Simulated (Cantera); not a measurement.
An isothermal, constant-pressure homogeneous reactor starts with CH4 : H2 = 1 : 24 (molar parts), at 1100 K and 10.00 Torr. Integrator tolerance rtol = 1e-08.

Model: GRI-Mech 3.0 (53 species, 325 reactions), integrated in Cantera. GRI-Mech 3.0 stops at C3 and has no aromatics, soot or wall deposition, so with more carbon than oxygen in the feed, carbon stays in small species such as C2H2 where larger ones or solid carbon would form. Radical loss at walls, strong at low pressure, is not modelled.

### Question
What does this change do: temperature 1100 to 1825 K?

### Answer
```csv
quantity,before,after
x(CH4) at 3.00 s,0.0400 (gas-phase equilibrium 0.0396),0.000673 (gas-phase equilibrium 8.56e-5)
x(H2) at 3.00 s,0.960 (gas-phase equilibrium 0.960),0.977 (gas-phase equilibrium 0.977)
x(CH3) at 3.00 s,1.03e-8 (gas-phase equilibrium 1.67e-7),5.16e-5 (gas-phase equilibrium 6.69e-6)
x(C2H4) at 3.00 s,1.17e-12 (gas-phase equilibrium 8.96e-5),4.94e-6 (gas-phase equilibrium 4.88e-6)
x(C2H2) at 3.00 s,<1e-12 (gas-phase equilibrium 0.000106),0.0188 (gas-phase equilibrium 0.0191)
x(C2H6) at 3.00 s,2.38e-11 (gas-phase equilibrium 6.43e-7),3.14e-9 (gas-phase equilibrium 7.23e-11)
x(C2H) at 3.00 s,<1e-12 (gas-phase equilibrium <1e-12),6.97e-7 (gas-phase equilibrium 7.22e-7)
```
